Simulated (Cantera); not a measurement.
What does this Cantera script print?

```python
import numpy as np
import cantera as ct

gas_names = """
    CL CL2 H HCL H2 Si SiCL SiCL2 SiCL3 SiCL4 SiH SiHCL3 SiH2 SiH2CL2 SiH3 SiH3CL SiH4 Si2 Si3
""".split()
cond_names = """
    Si(cr) Si(L)
""".split()


# ... load() reads the species with a 1 bar reference pressure and builds the phases ...
atoms = {
    'SiCl4': {'Si': 1, 'CL': 4},
    'H2': {'H': 2},
    'Cl2': {'CL': 2},
}
top_T = {}  # K; cautious upper limits of use, not melting points


# ... equilibrate(T, P, feed) seeds the gas with the atoms and calls Mixture.equilibrate('TP', solver="vcs", rtol=1e-11, max_steps=5000) ...
results = []
feed = {'SiCl4': 1, 'H2': 8.3, 'Cl2': 0.86}  # mol
T = 550  # K
P = 320000  # Pa
mix = equilibrate(T, P, feed)
results.append((T, P, feed, dict(zip(mix.species_names, mix.species_moles))))
x = sorted(zip(gas.X, gas.species_names), reverse=True)
print(f"T = {T:g} K  P = {P:g} Pa  gas = {mix.phase_moles(0):.4g} mol")
print("   x: " + "  ".join(f"{s} {v:.3e}" for v, s in x if v > 0.0001))
print("   condensed (mol): " + ("  ".join(f"{mix.phase(i).name} {mix.phase_moles(i):.4g}"
      for i in range(1, mix.n_phases) if mix.phase_moles(i) > 1e-12) or "none"))
```

It prints:

```
T = 550 K  P = 320000 Pa  gas = 10.16 mol
   x: H2 7.323e-01  HCL 1.693e-01  SiCL4 9.842e-02
   condensed (mol): none
```

These are equilibrium values from Cantera (NASA tables, ideal gas, pure condensed phases), not measurements of a reactor.
